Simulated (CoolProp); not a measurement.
Properties of ammonia along the isotherm 430.4 K (Tc = 405.6 K, pc = 11.36 MPa, ω = 0.256).

The numbers come from the reference Helmholtz-energy equation of state, Gao 2020 in CoolProp.

```tsv
p (MPa)	phase	speed of sound (m/s)	Joule-Thomson coefficient (K/MPa)	expansivity (1/kK)	conductivity (mW/(m K))	Prandtl number
0.631	gas	510.8	8.548	2.469	42.3	0.862
1.26	gas	505.9	8.472	2.627	42.8	0.879
1.89	gas	500.9	8.394	2.800	43.5	0.897
2.53	gas	495.8	8.312	2.992	44.3	0.915
3.16	gas	490.5	8.230	3.199	45.1	0.935
3.79	gas	485.2	8.146	3.429	46.0	0.956
4.42	gas	479.7	8.059	3.682	47.0	0.978
5.05	gas	474.1	7.969	3.966	48.2	1.00
5.68	gas	468.3	7.875	4.283	49.5	1.03
```

Viscosity comes from a separate model (Fenghour 1995). Thermal conductivity comes from a separate model (Tufeu 1984).
